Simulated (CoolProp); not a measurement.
Vapour-liquid equilibrium of ethanol (1) + o-xylene (2) at 137 kPa; x and y are mole fractions of (1).

The numbers come from the multi-fluid Helmholtz-energy mixture model, Schroeder 2014 and Zhou 2012; pair parameters Bell 2016 in CoolProp.

| x | bubble temperature (K) | y at the bubble point | dew temperature at overall composition x (K) | liquid density (mol/L) |
|---|---|---|---|---|
| 0.05 | … | 0.581 | 427.2 | 7.595 |
| 0.2 | 372.5 | 0.829 | 420.4 | 8.441 |
| 0.35 | 367.2 | 0.867 | 412.7 | 9.254 |
| 0.5 | 365.2 | … | … | 10.22 |
| 0.65 | 363.7 | 0.898 | 392.1 | 11.42 |
| 0.8 | 362.0 | 0.924 | … | … |
| 0.95 | 360.1 | 0.975 | … | 15.00 |

**Question.** Fill in the missing entries.

**Answer.** 
- 0.05, bubble temperature (K): 397.8
- 0.5, y at the bubble point: 0.882
- 0.5, dew temperature at overall composition x (K): 403.6
- 0.8, dew temperature at overall composition x (K): 376.3
- 0.8, liquid density (mol/L): 12.97
- 0.95, dew temperature at overall composition x (K): 360.9

No azeotrope shows between x = 0.05 and 0.95.

Pair parameters are fitted to limited data, so mixtures are less certain than the pure fluids. With so large a gap from Raoult's law the liquid may split in two, which this calculation doesn't test in full.
